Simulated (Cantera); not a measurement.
Charge: 1 mol SiCl4, 2.5 mol HCl, 1300 mol H2, equilibrated at 1773.15 K.

Equilibrium computed with Cantera from the NASA thermochemical tables; the gas is ideal and each condensed phase is pure. Candidate condensed phases: Si; 19 gas species. The tables' values for SiCl are old estimates; treat these amounts as uncertain. Gases not in the tables: Si2H6 and higher silanes. Equilibrium is a limit: real reactors are often held back by kinetics, nucleation or transport.

x: gas mole fraction; n: condensed amount in mol.

```tsv
P (Pa)	x H2	x H	x HCl	x Si	x SiCl2	n Si(l)
100	0.985	0.00894	0.00486	0.000689	2.49e-5	0
240	0.989	0.00578	0.00482	0.000633	5.37e-5	0
560	0.991	___	0.00479	___	7.45e-5	___
1300	0.992	0.00249	0.00481	0.000164	7.48e-5	0.610
3200	0.993	0.00159	0.00482	6.67e-5	7.50e-5	0.755
7500	0.994	0.00104	0.00482	2.85e-5	7.51e-5	0.814
18000	0.994	0.000670	0.00482	1.19e-5	7.52e-5	0.842
42000	0.995	___	0.00483	___	7.52e-5	0.854
100000	0.995	0.000284	0.00483	2.13e-6	7.52e-5	0.858
```

Q: Some entries are withheld; supply them.

A: 
- 42000, x H: 0.000438
- 42000, x Si: 5.08e-6
- 560, x H: 0.00379
- 560, x Si: 0.000381
- 560, n Si(l): 0.300
